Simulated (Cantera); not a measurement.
An isothermal, constant-pressure homogeneous reactor starts with 33.3 % CH₄, 66.7 % H₂O, at 1248 K and 1.01 bar.

Computed with Cantera and GRI-Mech 3.0 (53 species, 325 reactions).

x: mole fraction; the columns are a selection and need not sum to one.

```json
[
 {"t (s)": "4.00e-6", "x CH₄": "0.333", "x H₂O": "0.667", "x CH₂O": "<1e-12", "x CO₂": "<1e-12", "x HO₂": "<1e-12"},
 {"t (s)": "3.67e-5", "x CH₄": "0.333", "x H₂O": "0.667", "x CH₂O": "<1e-12", "x CO₂": "<1e-12", "x HO₂": "<1e-12"},
 {"t (s)": "0.000336", "x CH₄": "0.333", "x H₂O": "0.667", "x CH₂O": "<1e-12", "x CO₂": "<1e-12", "x HO₂": "<1e-12"},
 {"t (s)": "0.00308", "x CH₄": "0.333", "x H₂O": "0.667", "x CH₂O": "1.35e-10", "x CO₂": "<1e-12", "x HO₂": "<1e-12"},
 {"t (s)": "0.0283", "x CH₄": "0.333", "x H₂O": "0.667", "x CH₂O": "?", "x CO₂": "<1e-12", "x HO₂": "<1e-12"},
 {"t (s)": "0.259", "x CH₄": "0.333", "x H₂O": "0.667", "x CH₂O": "?", "x CO₂": "4.54e-11", "x HO₂": "<1e-12"},
 {"t (s)": "2.38", "x CH₄": "0.330", "x H₂O": "0.666", "x CH₂O": "3.95e-7", "x CO₂": "9.61e-8", "x HO₂": "<1e-12"},
 {"t (s)": "21.8", "x CH₄": "0.303", "x H₂O": "0.653", "x CH₂O": "4.08e-7", "x CO₂": "3.13e-5", "x HO₂": "<1e-12"},
 {"t (s)": "200", "x CH₄": "0.207", "x H₂O": "0.593", "x CH₂O": "?", "x CO₂": "0.00570", "x HO₂": "<1e-12"}
]
```

**Question.** What belongs in the gaps?

**Answer.** 
- 0.0283, x CH₂O: 4.11e-9
- 0.259, x CH₂O: 7.00e-8
- 200, x CH₂O: 2.16e-7
